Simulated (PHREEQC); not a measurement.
Dissolve 27 mmol/kgw Cd(NO3)2, 1.3 mmol/kgw MgSO4, 0.17 mmol/kgw HCl and 0.63 mmol/kgw NaCl at 60 °C. Closed to the air; pH follows from the charge balance.

The numbers come from PHREEQC with the ion-association model, phreeqc.dat.

```
Property                       Value
--------------------  --------------
pH                              3.88
ionic strength        0.0823 mol/kgw
specific conductance     10200 µS/cm
density                  0.988 g/cm³
total alkalinity       -0.170 meq/kg
```

| species | molality | activity | log γ |
|---|---|---|---|
| NO3- | 0.0535 | 0.0404 | -0.122 |
| Cd+2 | 0.0254 | 0.00939 | -0.433 |
| Mg+2 | 0.00125 | 0.000503 | -0.394 |
| CdSO4 | 0.000672 | 0.000685 | 0.008 |
| Na+ | 0.000629 | 0.000493 | -0.106 |
| SO4-2 | 0.000558 | 0.000209 | -0.427 |

No solid was allowed to form. Complexes and solids missing from the database can't appear. Away from 25 °C the constants follow the database's enthalpies or fits; those with neither stay at their 25 °C values.
